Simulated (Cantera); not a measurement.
# C2H6 + H2O (carbon deposition, reforming and gasification)

Input: 1 mol C2H6, 0.23 mol H2O, held at 1 atm.

Method: chemical equilibrium by Gibbs-energy minimisation in Cantera with the NASA 1993 tables (ideal gas, pure condensed phases). Candidate condensed phases: C, C6H6, C7H8, C8H18, H2O; 110 gas species. Rates play no part.

From 1123 K to 1473 K the condensed part is C(graphite). The main C-bearing gas is CO throughout. The share of C in condensed phases is highest at 1473 K (88.1 %) and lowest at 1123 K (85.1 %).

```csv
T (K),x H2,x CO,x CH4,x H2O,x CO2,x H,n C(graphite)
1123,0.907,0.0640,0.0245,0.00388,0.000251,4.03e-8,1.70
1173,0.916,0.0653,0.0165,0.00215,0.000121,1.12e-7,1.72
1223,0.921,0.0660,0.0115,0.00124,6.07e-5,2.87e-7,1.74
1273,0.925,0.0663,0.00814,0.000739,3.20e-5,6.81e-7,1.74
1323,0.927,0.0664,0.00592,0.000457,1.77e-5,1.52e-6,1.75
1373,0.929,0.0665,0.00440,0.000293,1.02e-5,3.19e-6,1.76
1423,0.930,0.0665,0.00334,0.000193,6.10e-6,6.36e-6,1.76
1473,0.931,0.0665,0.00258,0.000131,3.79e-6,1.21e-5,1.76
```
x: gas mole fraction; n: condensed amount in mol.
